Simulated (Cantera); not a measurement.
A freely propagating, adiabatic, planar premixed flame of H2 : O2 : N2 = 1 : 0.704 : 2.68 (molar parts), equivalence ratio 0.71, unburnt at 325 K and 3300 Torr; mixture-averaged transport, grid criteria slope 0.08 and curve 0.16, no radiation.

Detailed kinetics in Cantera: the H2/O2 subset of GRI-Mech 3.0, which has no nitrogen chemistry. The hydrogen kinetics of GRI-Mech 3.0 are dated; newer H2 mechanisms differ, most at raised pressure. Burning velocities carry a grid error of a few per cent, more on coarse grids.

### Question
How do the results move with these cheaper or finer settings: unity-Lewis-number transport; multicomponent transport; multicomponent+Soret transport; grid criteria slope 0.5, curve 1; grid criteria slope 0.25, curve 0.5; grid criteria slope 0.03, curve 0.06?

### Answer
```json
[
 {"setting": "as above", "laminar burning velocity": "84.7 cm/s", "thermal thickness": "0.0749 mm", "peak x(OH)": "0.00749", "peak x(HO2)": "0.000783", "grid points": "112"},
 {"setting": "unity-Lewis-number transport", "laminar burning velocity": "127 cm/s", "thermal thickness": "0.0537 mm", "peak x(OH)": "0.0104", "peak x(HO2)": "0.000666", "grid points": "108"},
 {"setting": "multicomponent transport", "laminar burning velocity": "86.0 cm/s", "thermal thickness": "0.0734 mm", "peak x(OH)": "0.00756", "peak x(HO2)": "0.000787", "grid points": "112"},
 {"setting": "multicomponent+Soret transport", "laminar burning velocity": "76.8 cm/s", "thermal thickness": "0.0764 mm", "peak x(OH)": "0.00713", "peak x(HO2)": "0.000738", "grid points": "112"},
 {"setting": "grid criteria slope 0.5, curve 1", "laminar burning velocity": "79.3 cm/s", "thermal thickness": "0.0924 mm", "peak x(OH)": "0.00610", "peak x(HO2)": "0.000684", "grid points": "34"},
 {"setting": "grid criteria slope 0.25, curve 0.5", "laminar burning velocity": "85.3 cm/s", "thermal thickness": "0.0799 mm", "peak x(OH)": "0.00711", "peak x(HO2)": "0.000754", "grid points": "50"},
 {"setting": "grid criteria slope 0.03, curve 0.06", "laminar burning velocity": "88.1 cm/s", "thermal thickness": "0.0722 mm", "peak x(OH)": "0.00789", "peak x(HO2)": "0.000804", "grid points": "260"}
]
```
Unity Lewis numbers drop preferential diffusion, which matters most where H2 and H carry the flame; Soret adds thermal diffusion.
